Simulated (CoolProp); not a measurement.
Vapour-liquid equilibrium of CH2F2 (R32) (1) + R123 (2) at -17.35 °C; x and y are mole fractions of (1).

Computed with CoolProp (multi-fluid Helmholtz-energy mixture model, Tillner-Roth 1997 and Younglove 1994; pair parameters Bell 2016).

Task: Give the bubble pressure and the first vapour's composition at x = 0.05, 0.65, 0.95. Is there an azeotrope?

Result: x = 0.05: 0.4647 bar, y = 0.711; x = 0.65: 3.195 bar, y = 0.976; x = 0.95: 4.257 bar, y = 0.996. No azeotrope shows between x = 0.05 and 0.95.

The pair parameters rest on a limited set of measurements; away from them the model extrapolates.
